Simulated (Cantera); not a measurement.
Feed: 1 mol Al2O3, 0.42 mol N2, at 2325 °C and 0.133 bar.

Equilibrium computed with Cantera from the NASA thermochemical tables; the gas is ideal and each condensed phase is pure. Candidate condensed phases: Al, AlN, Al2O3; 16 gas species. Rates play no part.

Base state: N2 0.999, NO 0.000202, Al 0.000196, O 0.000192, AlO 9.24e-5, Al2O 3.53e-5 (mole fractions); condensed: Al2O3(l).

What changes in the equilibrium state with this change: 0.0026 mol H2O added?


```tsv
species	before	after
N2	0.999	0.988
H	0	0.00450
H2	0	0.00186
AlO	9.24e-5	3.47e-5
H2O	0	0.00156
OH	0	0.000870
AlO2H	0	1.59e-5
Al2O	3.53e-5	7.00e-7
Al2O3(l), mol	1.000	1.000
```
Further candidate phases: H2O.
